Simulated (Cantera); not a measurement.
A Cantera script and what it prints.

```python
import numpy as np
import cantera as ct

gas_names = [...]  # 109 gases of nasa_gas.yaml made of C, Cl, H, Si
cond_names = """
    C(gr) C6H6(L) C7H8(L) C8H18(L),n-octa Si(cr) Si(L) SiC(b)
""".split()


# ... load() reads the species with a 1 bar reference pressure and builds the phases ...
atoms = {
    'SiH4': {'Si': 1, 'H': 4},
    'C3H8': {'C': 3, 'H': 8},
    'H2': {'H': 2},
    'HCl': {'H': 1, 'CL': 1},
}
top_T = {'C(gr)': 4500, 'SiC(b)': 3050}  # K; cautious upper limits of use, not melting points


# ... equilibrate(T, P, feed) seeds the gas with the atoms and calls Mixture.equilibrate('TP', solver="vcs", rtol=1e-11, max_steps=5000) ...
results = []
feed = {'SiH4': 1, 'C3H8': 0.24, 'H2': 3.4, 'HCl': 0.51}  # mol
T = 2050  # K
for P in [100, 320, 1000, 3200, 10000, 32000, 100000]:
    mix = equilibrate(T, P, feed)
    results.append((T, P, feed, dict(zip(mix.species_names, mix.species_moles))))
    x = sorted(zip(gas.X, gas.species_names), reverse=True)
    print(f"T = {T:g} K  P = {P:g} Pa  gas = {mix.phase_moles(0):.4g} mol")
    print("   x: " + "  ".join(f"{s} {v:.3e}" for v, s in x if v > 0.001))
    print("   condensed (mol): " + ("  ".join(f"{mix.phase(i).name} {mix.phase_moles(i):.4g}"
          for i in range(1, mix.n_phases) if mix.phase_moles(i) > 1e-12) or "none"))
```

Result:

```
T = 2050 K  P = 100 Pa  gas = 7.37 mol
   x: H2 8.358e-01  H 6.559e-02  HCL 5.728e-02  Si 3.110e-02  SiCL2 3.572e-03  CL 3.327e-03  SiCL 1.448e-03  Si2C 1.047e-03
   condensed (mol): SiC(b) 0.7113
T = 2050 K  P = 320 Pa  gas = 7.203 mol
   x: H2 8.728e-01  HCL 5.283e-02  H 3.747e-02  Si 2.415e-02  SiCL2 7.233e-03  SiCL 1.816e-03  CL 1.679e-03
   condensed (mol): Si(L) 0.02332  SiC(b) 0.714
T = 2050 K  P = 1000 Pa  gas = 7.011 mol
   x: H2 9.047e-01  HCL 5.536e-02  H 2.158e-02  Si 7.728e-03  SiCL2 7.661e-03  SiCL 1.057e-03
   condensed (mol): Si(L) 0.1572  SiC(b) 0.7181
T = 2050 K  P = 3200 Pa  gas = 6.935 mol
   x: H2 9.193e-01  HCL 5.659e-02  H 1.216e-02  SiCL2 7.877e-03  Si 2.415e-03
   condensed (mol): Si(L) 0.2007  SiC(b) 0.7194
T = 2050 K  P = 10000 Pa  gas = 6.902 mol
   x: H2 9.262e-01  HCL 5.718e-02  SiCL2 7.982e-03  H 6.904e-03
   condensed (mol): Si(L) 0.2149  SiC(b) 0.7197
T = 2050 K  P = 32000 Pa  gas = 6.886 mol
   x: H2 9.297e-01  HCL 5.746e-02  SiCL2 8.030e-03  H 3.867e-03
   condensed (mol): Si(L) 0.2199  SiC(b) 0.7198
T = 2050 K  P = 100000 Pa  gas = 6.878 mol
   x: H2 9.316e-01  HCL 5.753e-02  SiCL2 8.035e-03  H 2.190e-03
   condensed (mol): Si(L) 0.2216  SiC(b) 0.7198
```

Equilibrium computed with Cantera from the NASA thermochemical tables; the gas is ideal and each condensed phase is pure. Mutual solubility and eutectic melting of coexisting phases are not modelled. The tables' values for SiCl, SiCl3 are old estimates; treat these amounts as uncertain. Gases not in the tables: Si2H6 and higher silanes.
